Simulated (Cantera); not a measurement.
N2O furnace oxynitridation

An isothermal, constant-pressure homogeneous reactor starts with 100 % N₂O, at 1300 K and 1.20 bar.

Model: GRI-Mech 3.0 (53 species, 325 reactions), integrated in Cantera. GRI-Mech 3.0 was tuned for natural gas; its chemistry of N2O as a main component is partial and can be far from experiment. The mechanism lacks the step 2 NO + O2 → 2 NO2, which can matter for NO2 below about 1400 K. The temperature is held fixed by assumption; the heat of reaction is taken as removed at once.

```
t (s)       x N₂O     x NO₂      x NO      x N₂      x O
--------  -------  --------  --------  --------  -------
1.00e-6     1.000    <1e-12   7.51e-8   2.20e-6  1.73e-6
3.42e-6     1.000  1.65e-12   7.16e-7   8.85e-6  4.38e-6
1.17e-5     1.000  7.61e-11   4.87e-6   3.72e-5  6.87e-6
4.00e-5     1.000   1.48e-9   2.15e-5  0.000141  7.15e-6
0.000137    0.999   1.96e-8   7.86e-5  0.000497  7.15e-6
0.000468    0.997   2.29e-7  0.000273   0.00171  7.14e-6
0.00160     0.991   2.38e-6  0.000934   0.00584  7.13e-6
0.00548     0.968   1.91e-5   0.00313    0.0197  7.08e-6
0.0187      0.897   9.40e-5    0.0100    0.0636  6.88e-6
0.0641      0.705  0.000298    0.0280     0.183  6.23e-6
0.219       0.359  0.000627    0.0567     0.399  4.49e-6
0.750      0.0732  0.000813    0.0714     0.582  1.57e-6
2.56      0.00151  0.000954    0.0710     0.630  1.25e-7
8.77      1.44e-6  0.000999    0.0709     0.631  8.87e-8
30.0      1.43e-6  0.000997    0.0708     0.631  8.87e-8
```
x: mole fraction; the columns are a selection and need not sum to one.

Equilibrium at this temperature and pressure: N₂O 3.08e-8, NO₂ 6.88e-6, NO 0.000461, N₂ 0.666, O 9.38e-8 (gas phase only).
